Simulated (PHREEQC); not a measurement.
0.14 g of hydrous ferric oxide (600 m²/g; 0.2 weak and 0.005 strong sites per Fe, Dzombak-Morel constants, diffuse double layer) in 1 kg of water with 0.05 mol/kgw of an inert sodium salt and 0.0036 mmol/kgw NaF and 0.0057 mmol/kgw Na2SeO4, at 25 °C; the pH is set by adding NaOH or the inert anion's acid. Oxygen alone is held at its pressure in air (log pO2 = -0.68). CO2 from the air is kept out. Precipitation was switched off in this run.

Base run: PHREEQC, ion-association model, wateq4f.dat. Each further column changes one thing. The table gives F sorbed (%).

```tsv
pH	base	background salt from 0.05 to 0.005 mol/kgw	oxide from 0.14 to 0.7 g/kgw	6.5e-05 mol/kgw H3BO3 added
4	74.1	93.1	94.0	74.1
4.5	68.5	88.8	92.2	___
5.5	42.9	63.9	80.3	42.9
6	27.5	42.0	66.7	27.5
6.5	15.0	___	___	15.0
7.5	2.8	3.6	12.5	2.8
8	1.0	___	5.0	1.0
8.5	0.4	0.4	___	0.4
9.5	0.1	0.0	0.3	0.1
10	0.0	0.0	0.1	0.0
```

**Question.** Fill in the missing entries.

**Answer.** 
- 4.5, 6.5e-05 mol/kgw H3BO3 added: 68.4
- 6.5, background salt from 0.05 to 0.005 mol/kgw: 22.3
- 6.5, oxide from 0.14 to 0.7 g/kgw: 47.3
- 8, background salt from 0.05 to 0.005 mol/kgw: 1.2
- 8.5, oxide from 0.14 to 0.7 g/kgw: 1.9

 Real BF4- forms and hydrolyses slowly; the run takes it at equilibrium.
